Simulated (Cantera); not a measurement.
A freely propagating, adiabatic, planar premixed flame of C3H8 : O2 : N2 = 1 : 5 : 18.8 (molar parts), equivalence ratio 1.0, unburnt at 623 K and 0.133 bar; mixture-averaged transport, grid criteria slope 0.08 and curve 0.16, no radiation.

Computed with Cantera and GRI-Mech 3.0 (53 species, 325 reactions). GRI-Mech 3.0 was tuned for natural gas; its chemistry of propane as a main component is partial and can be far from experiment. Burning velocities carry a grid error of a few per cent, more on coarse grids.

x: mole fraction of selected species; z is measured from the peak of heat release.

| z (mm) | T (K) | u (m/s) | x C3H8 | x O2 | x CH2 | x HCN | x CH2O | x H2 |
|---|---|---|---|---|---|---|---|---|
| -4.94 | 623 | 2.16 | 0.0403 | 0.201 | <1e-8 | <1e-8 | ___ | 0.000924 |
| -3.29 | 624 | 2.16 | 0.0402 | 0.201 | <1e-8 | <1e-8 | ___ | 0.00291 |
| -2.47 | 626 | 2.18 | 0.0401 | 0.200 | <1e-8 | <1e-8 | ___ | 0.00552 |
| -1.65 | 650 | 2.27 | 0.0396 | 0.197 | <1e-8 | 1.63e-8 | ___ | 0.0112 |
| -0.823 | 915 | 3.29 | 0.0305 | 0.170 | 1.09e-6 | 3.65e-7 | ___ | 0.0226 |
| -0.412 | 1289 | 4.80 | 0.0110 | 0.129 | 2.81e-5 | 1.26e-6 | ___ | 0.0286 |
| 0 | 1671 | 6.38 | 0.000521 | 0.0828 | 8.83e-5 | 2.98e-6 | ___ | 0.0286 |
| 0.412 | 1847 | 7.10 | 1.83e-6 | 0.0535 | 4.25e-5 | 3.39e-6 | ___ | 0.0226 |
| 0.823 | 1889 | 7.25 | <1e-8 | 0.0403 | 4.73e-6 | 1.99e-6 | ___ | 0.0180 |
| 1.65 | 1911 | 7.31 | <1e-8 | 0.0319 | 1.75e-8 | 3.93e-7 | ___ | 0.0164 |
| 3.29 | 1933 | 7.36 | <1e-8 | 0.0283 | <1e-8 | 1.66e-8 | <1e-8 | 0.0172 |
| 6.59 | 1958 | 7.44 | <1e-8 | 0.0270 | <1e-8 | <1e-8 | <1e-8 | 0.0172 |
| 13.2 | 1997 | 7.56 | <1e-8 | 0.0260 | <1e-8 | <1e-8 | <1e-8 | 0.0166 |

Complete the blanks.


- -4.94, x CH2O: 1.12e-7
- -3.29, x CH2O: 1.91e-6
- -2.47, x CH2O: 1.13e-5
- -1.65, x CH2O: 9.73e-5
- -0.823, x CH2O: 0.000883
- -0.412, x CH2O: 0.00167
- 0, x CH2O: 0.000951
- 0.412, x CH2O: 0.000168
- 0.823, x CH2O: 1.52e-5
- 1.65, x CH2O: 6.90e-8
